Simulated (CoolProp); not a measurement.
Methane at 293.15 K and 11 MPa flows at 0.59 m/s in a round tube of 100 mm bore and 1.5 µm roughness, fully developed (64/Re and Nu = 3.66 if laminar; Colebrook and Gnielinski if turbulent). Each further row changes one setting.

The numbers come from the reference Helmholtz-energy equation of state, Setzmann 1991 in CoolProp.

```tsv
case	Reynolds number	Darcy friction factor	pressure drop (Pa/m)	heat-transfer coefficient (W/(m² K))	mass flow (kg/h)
as stated	363000	0.0141	2.15	289	1460
velocity 1.18 m/s	726000	0.0126	7.64	516	2910
diameter 200 mm	726000	0.0124	0.945	255	5820
```

Viscosity comes from a separate model (Quiñones-Cisneros 2006). Thermal conductivity comes from a separate model (Friend 1989).
